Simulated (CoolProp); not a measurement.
Properties of CHF3 (R23) along the isotherm 57.95 °C.

Model: reference Helmholtz-energy equation of state, Penoncello 2003, in CoolProp.

```json
[
 {"p (bar)": "8.05", "phase": "gas", "Z": "0.9566", "expansivity (1/kK)": "3.522"},
 {"p (bar)": "16.1", "phase": "gas", "Z": "0.9112", "expansivity (1/kK)": "4.149"},
 {"p (bar)": "24.2", "phase": "gas", "Z": "0.8632", "expansivity (1/kK)": "4.954"},
 {"p (bar)": "32.2", "phase": "gas", "Z": "0.8132", "expansivity (1/kK)": "5.997"},
 {"p (bar)": "40.3", "phase": "gas", "Z": "0.7596", "expansivity (1/kK)": "7.424"},
 {"p (bar)": "48.3", "phase": "gas", "Z": "0.7033", "expansivity (1/kK)": "9.399"},
 {"p (bar)": "56.4", "phase": "supercritical", "Z": "0.6424", "expansivity (1/kK)": "12.31"},
 {"p (bar)": "64.4", "phase": "supercritical", "Z": "0.5785", "expansivity (1/kK)": "16.53"},
 {"p (bar)": "72.5", "phase": "supercritical", "Z": "0.5125", "expansivity (1/kK)": "22.13"},
 {"p (bar)": "80.5", "phase": "supercritical", "Z": "0.4549", "expansivity (1/kK)": "26.17"},
 {"p (bar)": "88.6", "phase": "supercritical", "Z": "0.4164", "expansivity (1/kK)": "24.93"},
 {"p (bar)": "96.6", "phase": "supercritical", "Z": "0.3991", "expansivity (1/kK)": "20.84"},
 {"p (bar)": "105", "phase": "supercritical", "Z": "0.3955", "expansivity (1/kK)": "16.84"},
 {"p (bar)": "113", "phase": "supercritical", "Z": "0.3996", "expansivity (1/kK)": "14.02"},
 {"p (bar)": "121", "phase": "supercritical", "Z": "0.4080", "expansivity (1/kK)": "11.99"}
]
```
